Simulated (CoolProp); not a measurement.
Vapour-liquid equilibrium of R13 (1) + isobutane (2) at 0.094 MPa; x and y are mole fractions of (1).

Computed with CoolProp (multi-fluid Helmholtz-energy mixture model, Platzer 1990 and Bücker 2006; pair parameters Bell 2016). This equation is an older, rougher fit; its heat capacities, sound speeds and derivatives of the liquid may be far off and weren't checked against measurements.

### Question
Give the bubble temperature and the first vapour's composition at x = 0.2, 0.5, 0.95. Is there an azeotrope?

### Answer
x = 0.2: 211.7 K, y = 0.922; x = 0.5: 198.9 K, y = 0.975; x = 0.95: 191.2 K, y = 0.997. No azeotrope shows between x = 0.05 and 0.95.

Pair parameters are fitted to limited data, so mixtures are less certain than the pure fluids. With so large a gap from Raoult's law the liquid may split in two, which this calculation doesn't test in full.
